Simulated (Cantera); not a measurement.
What does this Cantera script print?

```python
import numpy as np
import cantera as ct

gas = ct.Solution("h2o2.yaml")
gas.TPX = 450, 170000, {'H2': 1, 'O2': 0.312, 'N2': 1.17}
inlet = ct.Reservoir(gas, clone=True)
gas.equilibrate("HP")  # start burning
reactor = ct.IdealGasConstPressureReactor(gas, energy="on", clone=False)
exhaust = ct.Reservoir(gas, clone=True)
tau = [0.42, 0.12, 0.034, 0.0095, 0.0027, 0.00076, 0.00022, 6.1e-05, 1.7e-05][0]
for a, b in ((inlet, reactor), (reactor, exhaust)):
    ct.MassFlowController(a, b, mdot=lambda t: reactor.mass / tau)
net = ct.ReactorNet([reactor])
show = ['H2', 'O2', 'H2O', 'O', 'H2O2', 'HO2']

rows = []
print(f"{'tau/s':>10s}{'T/K':>9s}" + "".join(f"{s:>11s}" for s in show))
for tau in [0.42, 0.12, 0.034, 0.0095, 0.0027, 0.00076, 0.00022, 6.1e-05, 1.7e-05]:
    net.initial_time = 0.0
    net.advance(30 * tau)
    before = gas.X
    net.advance(40 * tau)
    drift = np.max(np.abs(gas.X - before) / (gas.X + 1e-9))
    rows.append([gas.T, *gas[show].X, drift])
    print(f"{tau:10.3e}{gas.T:9.1f}" + "".join(f"{x:11.3e}" for x in gas[show].X))
```

It prints:

```
     tau/s      T/K         H2         O2        H2O          O       H2O2        HO2
 4.200e-01   2320.4  1.716e-01  1.281e-05  2.858e-01  1.431e-05  5.847e-09  1.084e-08
 1.200e-01   2317.5  1.714e-01  2.121e-05  2.857e-01  1.737e-05  7.287e-09  1.554e-08
 3.400e-02   2309.0  1.710e-01  4.515e-05  2.851e-01  2.806e-05  1.193e-08  3.209e-08
 9.500e-03   2288.2  1.698e-01  1.067e-04  2.838e-01  6.470e-05  2.532e-08  9.003e-08
 2.700e-03   2246.5  1.676e-01  2.587e-04  2.811e-01  1.779e-04  5.620e-08  2.649e-07
 7.600e-04   2171.3  1.638e-01  6.467e-04  2.764e-01  4.963e-04  1.199e-07  7.149e-07
 2.200e-04   2051.4  1.583e-01  1.566e-03  2.691e-01  1.217e-03  2.578e-07  1.758e-06
 6.100e-05   1869.8  1.515e-01  3.806e-03  2.582e-01  2.524e-03  6.394e-07  4.588e-06
 1.700e-05   1635.3  1.515e-01  1.017e-02  2.400e-01  4.042e-03  1.662e-06  1.469e-05
```

Detailed kinetics in Cantera: the H2/O2 subset of GRI-Mech 3.0, which has no nitrogen chemistry.
